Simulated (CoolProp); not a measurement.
Properties of isohexane along the isobar 61.5 bar.

The numbers come from the reference Helmholtz-energy equation of state, Lemmon 2006 in CoolProp. It is a short technical equation, of lower accuracy than the large ones.

```csv
T (K),phase,density (kg/m³),cv (kJ/(kg K)),Joule-Thomson coefficient (K/MPa),isothermal compressibility (1/MPa)
257.8,liquid,689.7,1.571,-0.4869,0.001171
277.2,liquid,673.4,1.648,-0.4543,0.001368
296.5,liquid,___,1.726,-0.4197,0.001609
315.9,liquid,639.9,1.806,-0.3820,0.001910
335.3,liquid,622.4,1.887,-0.3405,0.002290
354.7,liquid,604.3,1.968,-0.2938,0.002783
374.1,liquid,585.5,2.049,___,___
393.4,liquid,565.7,2.129,-0.1744,0.004326
412.8,liquid,___,2.209,-0.09218,0.005594
432.2,liquid,521.5,___,0.01613,0.007481
451.6,liquid,496.3,___,0.1671,0.01046
471,liquid,467.8,2.448,0.3916,0.01554
490.3,liquid,434.9,2.529,0.7496,___
```

Task: What belongs in the gaps?

Result: 
- 296.5, density (kg/m³): 656.8
- 374.1, Joule-Thomson coefficient (K/MPa): -0.2395
- 374.1, isothermal compressibility (1/MPa): 0.003437
- 412.8, density (kg/m³): 544.5
- 432.2, cv (kJ/(kg K)): 2.289
- 451.6, cv (kJ/(kg K)): 2.369
- 490.3, isothermal compressibility (1/MPa): 0.02498
